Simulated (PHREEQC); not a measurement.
Consider water at 20 °C with 0.0016 mol ZnCl2, 0.00068 mol Na2SO4 and 0.055 mol H2SO4 per kg of water. Closed to the air; pH follows from the charge balance.

All values are PHREEQC results (ion-association model, phreeqc.dat), not measurements.

No solid was allowed to form.

Problem. Order these S species by the share of S that they hold, largest first: Zn(SO4)2-2, SO4-2, HSO4-, ZnSO4.

Solution. HSO4- (71 %), SO4-2 (28 %), ZnSO4 (0.94 %), Zn(SO4)2-2 (0.25 %)

Problem. Order these Zn species by the share of Zn that they hold, largest first: Zn(SO4)2-2, ZnCl+, Zn+2, ZnSO4.

Solution. Zn+2 (63 %), ZnSO4 (33 %), Zn(SO4)2-2 (4.4 %), ZnCl+ (0.17 %)

The pH is 1.23 and the ionic strength 0.0907 mol/kgw.
